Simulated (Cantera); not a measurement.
# Thermodynamics of carbothermic reduction, feed TiO2 + C + H2

Input: 1 mol TiO2, 6.5 mol C, 0.32 mol H2, held at 1600 °C and 1.40 mbar.

These are equilibrium values from Cantera (NASA tables, ideal gas, pure condensed phases), not measurements of a reactor. Candidate condensed phases: C, C6H6, C7H8, C8H18, H2O, Ti, TiC, TiO, TiO2, Ti2O3, Ti3O5, Ti4O7; 113 gas species. TiC: taken at fixed stoichiometry. Kinetics and transport are ignored.

```yaml
x(CO): 0.859
x(H2): 0.134
x(H): 0.00633
x(C2H2 (acetylene)): 4.20e-5
n(C(graphite)): 3.50 mol
n(TiC(s)): 1.00 mol
gas_amount: 2.327 mol
log10 activity of Ti(β) (absent): -4.46
log10 activity of Ti2O3(s) (absent): -12.29
log10 activity of Ti3O5(s) (absent): -20.42
```
